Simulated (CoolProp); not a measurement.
p-xylene at several states: Z from the reference equation and from simpler models built on Tc = 343.0 °C, pc = 3532 kPa, ω = 0.324; each cubic takes its own stable root.

Model: reference Helmholtz-energy equation of state, Zhou 2012, in CoolProp.

```tsv
T (°C)	p (kPa)	phase	reference	van der Waals	Redlich-Kwong	Soave-Redlich-Kwong	Peng-Robinson
311.95	13.4	gas	0.9983	0.9987	0.9985	0.9985	0.9983
277.95	51.7	gas	0.9920	0.9943	0.9931	0.9927	0.9921
265.35	7990	liquid	0.2987	0.4784	?	0.3449	?
70.85	30	liquid	?	0.9903	?	0.001569	?
235.35	2670	liquid	?	0.1776	0.1274	?	0.1062
```

Task: Some entries are withheld; supply them.

Result: 
- 265.35, Redlich-Kwong: 0.3573
- 265.35, Peng-Robinson: 0.3062
- 70.85, reference: 0.001364
- 70.85, Redlich-Kwong: 0.9855
- 70.85, Peng-Robinson: 0.001393
- 235.35, reference: 0.1031
- 235.35, Soave-Redlich-Kwong: 0.1203

At some of these states van der Waals, Redlich-Kwong gives the other phase, because its saturation line lies elsewhere.
